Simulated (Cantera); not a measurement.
Feed: 1 mol Si, 0.065 mol N2O, 2.5 mol H2, at 1.20 mbar.

These are equilibrium values from Cantera (NASA tables, ideal gas, pure condensed phases), not measurements of a reactor. Candidate condensed phases: H2O, Si, SiO2, Si2N2O, Si3N4; 35 gas species. Gases not in the tables: Si2H6 and higher silanes. Kinetics and transport are ignored.

Which condensed phases are stable at each of these points (T (K)): 1648, 1673, 1698, 1723, 1748, 1773, 1798?


```json
[
 {"T (K)": "1648", "condensed phases": "Si(s)", "Si condensed (%)": "93.4"},
 {"T (K)": "1673", "condensed phases": "Si(s)", "Si condensed (%)": "93.4"},
 {"T (K)": "1698", "condensed phases": "Si(l)", "Si condensed (%)": "93.3"},
 {"T (K)": "1723", "condensed phases": "Si(l)", "Si condensed (%)": "93.3"},
 {"T (K)": "1748", "condensed phases": "Si(l)", "Si condensed (%)": "93.2"},
 {"T (K)": "1773", "condensed phases": "Si(l)", "Si condensed (%)": "93.0"},
 {"T (K)": "1798", "condensed phases": "Si(l)", "Si condensed (%)": "92.8"}
]
```

From 1648 K to 1673 K the condensed part is Si(s). From 1698 K to 1798 K the condensed part is Si(l).
